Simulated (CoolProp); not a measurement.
Aqueous potassium carbonate as a coolant, 17 % by mass, freezing at -7.0 °C, 1 atm.

The numbers come from the Melinder's fits for secondary coolants in CoolProp.

| T (°C) | conductivity (W/(m K)) | Prandtl number | viscosity (mPa s) | density (kg/m³) |
|---|---|---|---|---|
| -1.5 | 0.547 | (withheld) | 2.66 | 1167 |
| 5.3 | 0.557 | 13.4 | 2.20 | (withheld) |
| 12.2 | 0.568 | 11.1 | 1.85 | 1163 |
| 19.1 | 0.580 | 9.35 | 1.58 | (withheld) |
| 26 | 0.592 | (withheld) | 1.37 | 1157 |
| 32.8 | (withheld) | 6.88 | (withheld) | 1154 |
| 39.7 | (withheld) | 5.94 | 1.06 | (withheld) |

### Question
Complete the blanks.

### Answer

- -1.5, Prandtl number: 16.5
- 5.3, density (kg/m³): 1165
- 19.1, density (kg/m³): 1160
- 26, Prandtl number: 7.98
- 32.8, conductivity (W/(m K)): 0.603
- 32.8, viscosity (mPa s): 1.21
- 39.7, conductivity (W/(m K)): 0.615
- 39.7, density (kg/m³): 1150
